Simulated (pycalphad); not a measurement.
**Effect of Si content in Al-Si-Mg**

Computed with pycalphad from the COST 507 light-alloy database (1999), at 1 atm. These are 1990s assessments: newer ones move some temperatures and phases. Phase fractions are per mole of atoms.

| alloy | liquidus (K) | first solid | solidus (K) | phases at 650 K |
|---|---|---|---|---|
| Al-0.86Si-10.27Mg (at.%) | 882 | FCC_A1 | 804 | FCC_A1 0.97, MG2SI 0.03 |
| Al-1.73Si-10.27Mg (at.%) | 879 | FCC_A1 | 824 | FCC_A1 0.95, MG2SI 0.05 |
| Al-2.59Si-10.27Mg (at.%) | 875 | FCC_A1 | 843 | FCC_A1 0.92, MG2SI 0.08 |
| Al-3.45Si-10.27Mg (at.%) | (withheld) | FCC_A1 | (withheld) | (withheld) |
| Al-5.18Si-10.27Mg (at.%) | 875 | MG2SI | 855 | FCC_A1 0.85, MG2SI 0.15 |
| Al-6.9Si-10.27Mg (at.%) | 887 | MG2SI | 831 | FCC_A1 0.83, MG2SI 0.15, DIAMOND_A4 0.02 |

Task: What belongs in the gaps?

Result: 
- Al-3.45Si-10.27Mg (at.%), liquidus (K): 871
- Al-3.45Si-10.27Mg (at.%), solidus (K): 860
- Al-3.45Si-10.27Mg (at.%), phases at 650 K: FCC_A1 0.90, MG2SI 0.10

Database names, with the compositions (at.%) that they take in these runs: MG2SI: Mg 67 Si 33. FCC_A1 is fcc; DIAMOND_A4 is diamond (Si).
